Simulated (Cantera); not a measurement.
Stirred combustor or abatement burner

A perfectly stirred reactor is fed with H₂ : O₂ : N₂ = 1 : 0.549 : 2.07 (molar parts), at 12000 Torr; it is adiabatic with a 400 K inlet, and is followed from long to short residence time, starting on the burning branch (τ in s: 0.4, 0.15, 0.056, 0.021, 0.0078, 0.0029, 0.0011, 0.00041, 0.00015, 5.7e-05, 2.1e-05, 7.9e-06).

Model: the H2/O2 subset of GRI-Mech 3.0, which has no nitrogen chemistry, integrated in Cantera. The hydrogen kinetics of GRI-Mech 3.0 are dated; newer H2 mechanisms differ, most at raised pressure. The pressure lies above the range GRI-Mech 3.0 was tuned for (to about 10 atm).

| τ (s) | T (K) | x H₂ | x O₂ | x H₂O | x H | x H₂O₂ | x OH | x HO₂ |
|---|---|---|---|---|---|---|---|---|
| 0.40 | 2424 | 0.00259 | 0.0155 | 0.314 | 0.000229 | 9.35e-7 | 0.00526 | 5.88e-6 |
| 0.15 | 2424 | 0.00259 | 0.0155 | 0.314 | 0.000229 | 9.35e-7 | 0.00526 | 5.88e-6 |
| 0.056 | 2424 | 0.00260 | 0.0155 | 0.314 | 0.000231 | 9.37e-7 | 0.00526 | 5.89e-6 |
| 0.021 | 2424 | 0.00263 | 0.0156 | 0.314 | 0.000234 | 9.40e-7 | 0.00528 | 5.93e-6 |
| 0.0078 | 2423 | 0.00271 | 0.0156 | 0.314 | 0.000242 | 9.48e-7 | 0.00531 | 6.02e-6 |
| 0.0029 | 2422 | 0.00290 | 0.0157 | 0.314 | 0.000264 | 9.69e-7 | 0.00541 | 6.26e-6 |
| 0.0011 | 2417 | 0.00338 | 0.0158 | 0.313 | 0.000320 | 1.02e-6 | 0.00563 | 6.87e-6 |
| 0.00041 | 2407 | 0.00447 | 0.0162 | 0.311 | 0.000463 | 1.15e-6 | 0.00612 | 8.44e-6 |
| 0.00015 | 2386 | 0.00669 | 0.0171 | 0.308 | 0.000818 | 1.41e-6 | 0.00704 | 1.23e-5 |
| 5.7e-5 | 2350 | 0.0103 | 0.0186 | 0.302 | 0.00157 | 1.86e-6 | 0.00835 | 2.06e-5 |
| 2.1e-5 | 2292 | 0.0160 | 0.0210 | 0.294 | 0.00316 | 2.54e-6 | 0.00993 | 3.85e-5 |
| 7.9e-6 | 2206 | 0.0238 | 0.0247 | 0.281 | 0.00606 | 3.42e-6 | 0.0113 | 7.37e-5 |
x: mole fraction; the columns are a selection and need not sum to one.
